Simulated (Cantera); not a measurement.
# Abatement and gas-phase synthesis: N₂O + SO₂

Feed: 1 mol N₂O, 0.087 mol SO₂, equilibrated at 33800 Torr.

These are equilibrium values from Cantera (NASA tables, ideal gas, pure condensed phases), not measurements of a reactor. Candidate condensed phases: S; 17 gas species. The ideal-gas law is rough above about 30 bar. Equilibrium is a limit: real reactors are often held back by kinetics, nucleation or transport.

```json
[
 {"T (K)": "875", "log p N₂": "1.46", "log p O₂": "1.12", "log p NO": "-3.50", "log p SO₃": "0.39", "log p SO₂": "-1.16", "log p O": "<-10"},
 {"T (K)": "1075", "log p N₂": "1.46", "log p O₂": "1.13", "log p NO": "-2.48", "log p SO₃": "0.27", "log p SO₂": "-0.19", "log p O": "-8.32"},
 {"T (K)": "1275", "log p N₂": "1.46", "log p O₂": "1.14", "log p NO": "-1.78", "log p SO₃": "-0.06", "log p SO₂": "0.21", "log p O": "-6.38"},
 {"T (K)": "1475", "log p N₂": "1.45", "log p O₂": "1.15", "log p NO": "-1.28", "log p SO₃": "-0.47", "log p SO₂": "0.33", "log p O": "-4.97"},
 {"T (K)": "1675", "log p N₂": "1.45", "log p O₂": "1.15", "log p NO": "-0.89", "log p SO₃": "-0.83", "log p SO₂": "0.37", "log p O": "-3.89"},
 {"T (K)": "1875", "log p N₂": "1.45", "log p O₂": "1.15", "log p NO": "-0.59", "log p SO₃": "-1.13", "log p SO₂": "0.38", "log p O": "-3.05"},
 {"T (K)": "2075", "log p N₂": "1.45", "log p O₂": "1.14", "log p NO": "-0.34", "log p SO₃": "-1.38", "log p SO₂": "0.38", "log p O": "-2.36"},
 {"T (K)": "2275", "log p N₂": "1.45", "log p O₂": "1.14", "log p NO": "-0.14", "log p SO₃": "-1.59", "log p SO₂": "0.39", "log p O": "-1.80"},
 {"T (K)": "2475", "log p N₂": "1.44", "log p O₂": "1.13", "log p NO": "0.02", "log p SO₃": "-1.76", "log p SO₂": "0.39", "log p O": "-1.33"},
 {"T (K)": "2675", "log p N₂": "1.44", "log p O₂": "1.13", "log p NO": "0.16", "log p SO₃": "-1.91", "log p SO₂": "0.39", "log p O": "-0.93"},
 {"T (K)": "2875", "log p N₂": "1.44", "log p O₂": "1.12", "log p NO": "0.28", "log p SO₃": "-2.04", "log p SO₂": "0.38", "log p O": "-0.58"},
 {"T (K)": "3075", "log p N₂": "1.43", "log p O₂": "1.10", "log p NO": "0.37", "log p SO₃": "-2.16", "log p SO₂": "0.38", "log p O": "-0.29"},
 {"T (K)": "3275", "log p N₂": "1.42", "log p O₂": "1.08", "log p NO": "0.46", "log p SO₃": "-2.27", "log p SO₂": "0.36", "log p O": "-0.03"},
 {"T (K)": "3475", "log p N₂": "1.42", "log p O₂": "1.06", "log p NO": "0.52", "log p SO₃": "-2.39", "log p SO₂": "0.34", "log p O": "0.20"}
]
```
log p: log10 of the partial pressure in bar; nothing condenses.

From 875 K to 3475 K nothing is condensed.
